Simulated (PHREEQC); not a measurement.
Solution (25 °C): 23 mmol/kgw CuCl2 and 0.44 mmol/kgw FeCl3. Closed to the air; pH follows from the charge balance.

The numbers come from PHREEQC with the ion-association model, wateq4f.dat.

```tsv
quantity	before	after
pH	3.38	4.57
ionic strength (mol/kgw)	0.0683	0.0679
```

Task: What was changed between the two runs?
A. diluted 2-fold with water
B. 0.00059 mol/kgw HBr added
C. FeCl3 replaced by CaCl2 at the same molality
D. 0.01 mol/kgw CsOH added
E. CuCl2 left out

Result: C, FeCl3 replaced by CaCl2 at the same molality

This is a speciation only: nothing precipitates in the calculation. Some of these states are supersaturated (in Fe(OH)3(a), Hematite (slow to form), Atacamite, for instance).
